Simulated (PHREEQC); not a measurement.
## Acid rinse or clean (model solution)

Dissolve 0.0026 mol/kgw H2SO4, 0.21 mol/kgw AlCl3 and 0.00046 mol/kgw MnSO4 at 25 °C. Closed to the air; pH follows from the charge balance.

All values are PHREEQC results (ion-association model, wateq4f.dat), not measurements.

Each row changes one thing in this solution. Precipitation was switched off in this run.

```json
[
 {"case": "as made", "pH": "2.40", "ionic strength (mol/kgw)": "1.25", "Mn+2 (mol/kgw)": "0.000305", "SO4-2 (mol/kgw)": "0.000284", "HSO4- (mol/kgw)": "2.51e-5", "MnSO4 (mol/kgw)": "3.13e-7"},
 {"case": "diluted 2-fold with water", "pH": "2.68", "ionic strength (mol/kgw)": "0.626", "Mn+2 (mol/kgw)": "0.000177", "SO4-2 (mol/kgw)": "0.000174", "HSO4- (mol/kgw)": "1.03e-5", "MnSO4 (mol/kgw)": "2.09e-7"},
 {"case": "H2SO4 left out", "pH": "3.12", "ionic strength (mol/kgw)": "1.26", "Mn+2 (mol/kgw)": "0.000305", "SO4-2 (mol/kgw)": "4.29e-5", "HSO4- (mol/kgw)": "7.19e-7", "MnSO4 (mol/kgw)": "4.72e-8"},
 {"case": "H2SO4 from 0.0026 to 0.00052 mol/kgw", "pH": "2.91", "ionic strength (mol/kgw)": "1.26", "Mn+2 (mol/kgw)": "0.000305", "SO4-2 (mol/kgw)": "9.13e-5", "HSO4- (mol/kgw)": "2.49e-6", "MnSO4 (mol/kgw)": "1.00e-7"},
 {"case": "temperature from 25 to 70 °C", "pH": "2.29", "ionic strength (mol/kgw)": "1.25", "Mn+2 (mol/kgw)": "0.000319", "SO4-2 (mol/kgw)": "0.000235", "HSO4- (mol/kgw)": "7.51e-5", "MnSO4 (mol/kgw)": "4.37e-7"},
 {"case": "0.02 mol/kgw NH4HCO3 added", "pH": "4.28", "ionic strength (mol/kgw)": "1.23", "Mn+2 (mol/kgw)": "0.000303", "SO4-2 (mol/kgw)": "0.000300", "HSO4- (mol/kgw)": "3.53e-7", "MnSO4 (mol/kgw)": "3.35e-7"},
 {"case": "AlCl3 from 0.21 to 0.021 mol/kgw", "pH": "2.38", "ionic strength (mol/kgw)": "0.121", "Mn+2 (mol/kgw)": "0.000415", "SO4-2 (mol/kgw)": "0.000542", "HSO4- (mol/kgw)": "0.000101", "MnSO4 (mol/kgw)": "5.16e-6"},
 {"case": "temperature from 25 to 10 °C", "pH": "2.41", "ionic strength (mol/kgw)": "1.25", "Mn+2 (mol/kgw)": "0.000301", "SO4-2 (mol/kgw)": "0.000319", "HSO4- (mol/kgw)": "2.09e-5", "MnSO4 (mol/kgw)": "2.75e-7"},
 {"case": "AlCl3 left out", "pH": "2.38", "ionic strength (mol/kgw)": "0.00794", "Mn+2 (mol/kgw)": "0.000384", "SO4-2 (mol/kgw)": "0.00228", "HSO4- (mol/kgw)": "0.000700", "MnSO4 (mol/kgw)": "7.57e-5"}
]
```

The ionic strength passes 0.7 mol/kgw, the rough limit of the ion-association models, in as made; H2SO4 left out; H2SO4 from 0.0026 to 0.00052 mol/kgw; temperature from 25 to 70 °C; 0.02 mol/kgw NH4HCO3 added; temperature from 25 to 10 °C. Complexes and solids missing from the database can't appear. Some of these states are supersaturated (in Basaluminite, Al(OH)3(a), for instance). Carbamate, which ammonia and carbonate form, is missing from the database. Constants without temperature data keep their 25 °C values here.
